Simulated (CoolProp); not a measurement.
Saturation properties of n-undecane.

Computed with CoolProp (reference Helmholtz-energy equation of state, Aleksandrov 2011). It is a short technical equation, of lower accuracy than the large ones.

| T (K) | p (MPa) | enthalpy of vaporisation (kJ/kg) | liquid cp (kJ/(kg K)) | vapour Z | surface tension (mN/m) |
|---|---|---|---|---|---|
| 426.1 | 0.03106 | 290.4 | 2.703 | 0.9693 | 13.0 |
| 439.7 | 0.04664 | 282.6 | 2.759 | 0.9594 | 11.9 |
| 453.2 | 0.06777 | 274.7 | 2.816 | 0.9476 | 10.9 |
| 466.8 | 0.09613 | 266.4 | 2.873 | 0.9334 | 9.84 |
| 480.4 | 0.1331 | 257.7 | 2.932 | 0.9168 | 8.82 |
| 494 | 0.1805 | 248.7 | 2.991 | 0.8975 | 7.84 |
| 507.6 | 0.2400 | 239.1 | 3.053 | 0.8752 | 6.88 |
| 521.2 | 0.3136 | 228.9 | 3.117 | 0.8497 | 5.96 |
| 534.8 | 0.4037 | 217.9 | 3.184 | 0.8206 | 5.06 |
| 548.3 | 0.5117 | 206.1 | 3.257 | 0.7878 | 4.21 |
| 561.9 | 0.6420 | 193.1 | 3.340 | 0.7500 | 3.40 |
| 575.5 | 0.7968 | 178.5 | 3.438 | 0.7066 | 2.63 |
| 589.1 | 0.9799 | 161.8 | 3.564 | 0.6562 | 1.91 |

It boils at 468.9 K under 1 atm.

Surface tension comes from a separate correlation (Mulero 2014).
